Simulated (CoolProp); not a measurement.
Vapour-liquid equilibrium of R22 (1) + R142b (2) at 17.45 °C; x and y are mole fractions of (1).

Model: multi-fluid Helmholtz-energy mixture model, Kamei 1995 and Lemmon 2006; pair parameters Bell 2016, in CoolProp.

**Question.** Give the bubble pressure and the first vapour's composition at x = 0.05, 0.2, 0.8. Is there an azeotrope?

**Answer.** x = 0.05: 292.4 kPa, y = 0.128; x = 0.2: 369.7 kPa, y = 0.403; x = 0.8: 712.9 kPa, y = 0.918. No azeotrope shows between x = 0.05 and 0.95.

Pair parameters are fitted to limited data, so mixtures are less certain than the pure fluids.
